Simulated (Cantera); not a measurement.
Charge: 1 mol acetone, 1.2 mol NH3, 78 mol H2, at 100 Torr.

Method: chemical equilibrium by Gibbs-energy minimisation in Cantera with the NASA 1993 tables (ideal gas, pure condensed phases). Candidate condensed phases: C, C6H6, C7H8, C8H18, H2O; 169 gas species. Ions and electrons are included (thermal ionisation). The feed counts by its element totals alone. The numbers say what is thermodynamically allowed, not how fast it happens.

At 4727 °C, list the 7 most abundant gas species with their mole fractions, and the condensed phases.

H 0.973, C 0.0120, CO 0.00555, N 0.00368, H2 0.00305, N2 0.00164, O 0.000364. Condensed: gas only.
